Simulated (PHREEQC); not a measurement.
Make-up at 20 °C: 0.22 mol/kgw ZnSO4, 0.003 mol/kgw H3BO3 and 0.00013 mol/kgw MnSO4. Closed to the air; pH follows from the charge balance.

Model: ion-association model, wateq4f.dat, run in PHREEQC.

Problem. The ionic strength comes out as 0.407 mol/kgw. What activity coefficients do Zn(SO4)2-2, ZnOH+, SO4-2, Mn+2, HSO4- get?

Solution. Zn(SO4)2-2 0.29, ZnOH+ 0.73, SO4-2 0.23, Mn+2 0.27, HSO4- 0.68.

No solid was allowed to form.
